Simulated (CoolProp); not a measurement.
1000 sccm (0 °C, 1 atm) of nitrogen bubbles through liquid m-xylene at 296.4 K and leaves saturated at a total pressure of 0.0201 MPa (ideal gas phase). Each further row changes one setting.

Computed with CoolProp (reference Helmholtz-energy equation of state, Zhou 2012).

| case | vapour pressure (kPa) | mole fraction of vapour | delivery (mg/min) | delivery (sccm) | change of delivery for a bath 1 K warmer (%) |
|---|---|---|---|---|---|
| as stated | 1.01 | 0.0502 | 250 | 52.8 | 6.4 |
| bath temperature 301.4 K | 1.35 | 0.0669 | 340 | 71.7 | 6.2 |
| total pressure 0.0402 MPa | 1.01 | 0.0251 | 122 | 25.7 | 6.2 |
